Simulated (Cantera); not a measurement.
Input: 1 mol trisilylamine, 87 mol N₂, equilibrated at 775 °C and 0.100 bar.

These are equilibrium values from Cantera (NASA tables, ideal gas, pure condensed phases), not measurements of a reactor. Candidate condensed phases: Si, Si₃N₄; 18 gas species. The feed counts by its element totals alone. The numbers say what is thermodynamically allowed, not how fast it happens.

Task: What is the equilibrium state?

Result: 
| Item | Result |
|---|---|
| x(N₂) | 0.950 |
| x(H₂) | 0.0500 |
| n(Si₃N₄(s)) | 1.00 mol |
| gas amount | 90.00 mol |
| log10 activity of Si(s) (absent) | -5.91 |
